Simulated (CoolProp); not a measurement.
R1234ze(E) along the isobar 0.258 MPa: fugacity coefficient from the reference equation and from simpler models built on Tc = 382.5 K, pc = 3.635 MPa, ω = 0.313; each cubic takes its own stable root.

Values from CoolProp's reference Helmholtz-energy equation of state, Thol 2016.

| T (K) | phase | reference |
|---|---|---|
| 239 | liquid | 0.1899 |
| 259.1 | liquid | 0.4644 |
| 279.2 | gas | 0.9261 |
| 299.3 | gas | 0.9419 |
| 319.4 | gas | 0.9536 |
| 339.6 | gas | 0.9624 |
| 359.7 | gas | 0.9691 |
| 379.8 | gas | 0.9744 |
| 399.9 | gas | 0.9786 |
| 420 | gas | 0.9820 |

How far does each simpler model (van der Waals, Soave-Redlich-Kwong) lie from the reference over these 10 states: mean and median of the absolute difference, and the worst?


- van der Waals: mean 50.7 %, median 1.2 %, worst +393.7 % at 239 K and 0.258 MPa
- Soave-Redlich-Kwong: mean 0.3 %, median 0.3 %, worst +0.9 % at 279.2 K and 0.258 MPa

At some of these states van der Waals gives the other phase, because its saturation line lies elsewhere.
